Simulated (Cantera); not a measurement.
**Reactions in the system H-S**

Source: NASA polynomial tables (part measured, part estimated), evaluated in Cantera. Values are per mole of reaction as written; species without (g) are pure solids or liquids, kept so even where they would boil at 1 bar.

2 H2S(g) = 4 H(g) + S2(g)

| T (K) | ΔH° (kJ) | ΔS° (J/K) | ΔG° (kJ) | log10 K |
|---|---|---|---|---|
| 800 | 1062.4 | 318.1 | 808.0 | -52.76 |
| 825 | 1063.3 | 319.1 | 800.0 | -50.65 |
| 850 | 1064.1 | 320.1 | 792.0 | -48.67 |
| 875 | 1064.9 | 321.1 | 784.0 | -46.80 |
| 900 | 1065.7 | 321.9 | 776.0 | -45.04 |
| 925 | 1066.5 | 322.8 | 767.9 | -43.36 |
| 950 | 1067.3 | 323.6 | 759.8 | -41.78 |
| 975 | 1068.0 | 324.4 | 751.7 | -40.27 |
| 1000 | 1068.8 | 325.1 | 743.6 | -38.84 |
| 1025 | 1069.5 | 325.8 | 735.5 | -37.48 |

S + H2(g) = H2S(g)

| T (K) | ΔH° (kJ) | ΔS° (J/K) | ΔG° (kJ) | log10 K |
|---|---|---|---|---|
| 800 | -34.8 | 13.5 | -45.6 | 2.98 |
| 825 | -35.3 | 12.9 | -45.9 | 2.91 |
| 850 | -35.7 | 12.3 | -46.2 | 2.84 |
| 875 | -36.2 | 11.8 | -46.5 | 2.78 |
| 900 | -36.7 | 11.2 | -46.8 | 2.72 |
| 925 | -37.2 | 10.7 | -47.1 | 2.66 |
| 950 | -37.7 | 10.1 | -47.3 | 2.60 |
| 975 | -38.2 | 9.6 | -47.6 | 2.55 |
| 1000 | -38.6 | 9.2 | -47.8 | 2.50 |
| 1025 | -39.0 | 8.8 | -48.0 | 2.45 |

2 H(g) + S = H2S(g)

```
T (K)  ΔH° (kJ)  ΔS° (J/K)  ΔG° (kJ)  log10 K
-----  --------  ---------  --------  -------
800      -477.0      -97.5    -399.0    26.05
825      -477.7      -98.4    -396.6    25.11
850      -478.5      -99.3    -394.1    24.22
875      -479.3     -100.2    -391.6    23.38
900      -480.1     -101.1    -389.1    22.58
925      -480.8     -102.0    -386.5    21.83
950      -481.6     -102.8    -384.0    21.11
975      -482.4     -103.6    -381.4    20.43
1000     -483.1     -104.3    -378.8    19.79
1025     -483.8     -105.0    -376.2    19.17
```
